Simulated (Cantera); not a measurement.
An isothermal, constant-pressure homogeneous reactor starts with 0.971 % CO, 0.291 % O2, 1.65 % H2O, 97.1 % N2, equivalence ratio 1.7, at 1400 K and 10.0 bar.

Computed with Cantera and GRI-Mech 3.0 (53 species, 325 reactions).

One state of this run: x CO = 0.00213; x O2 = 5.30e-10; x H2O = 0.0148; x OH = 1.50e-8; x H2 = 0.00177; x CO2 = 0.00761. x: mole fraction; the columns are a selection and need not sum to one.

**Question.** Which value of t (s) does it belong to?
A. 0.000157
B. 0.429
C. 0.000587
D. 0.115

**Answer.** B, 0.429
